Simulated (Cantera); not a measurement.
## Ignition delay

Mixture: 8.26 % CH4, 13.8 % O2, 75.7 % N2, 2.23 % H2O, at 1.01 bar, adiabatic and at constant volume. Ignition delay is the time to a rise of 400 K.

Cantera simulation using GRI-Mech 3.0 (53 species, 325 reactions); the numbers are that mechanism's predictions, not measurements.

```json
[
 {"T0 (K)": "1148", "delay (ms)": "155"},
 {"T0 (K)": "1198", "delay (ms)": "74.6"},
 {"T0 (K)": "1248", "delay (ms)": "37.2"},
 {"T0 (K)": "1298", "delay (ms)": "19.1"},
 {"T0 (K)": "1348", "delay (ms)": "10.1"},
 {"T0 (K)": "1398", "delay (ms)": "5.46"},
 {"T0 (K)": "1448", "delay (ms)": "3.05"},
 {"T0 (K)": "1498", "delay (ms)": "1.76"},
 {"T0 (K)": "1548", "delay (ms)": "1.05"}
]
```

The apparent activation energy between 1448 and 1548 K is 200 kJ/mol.
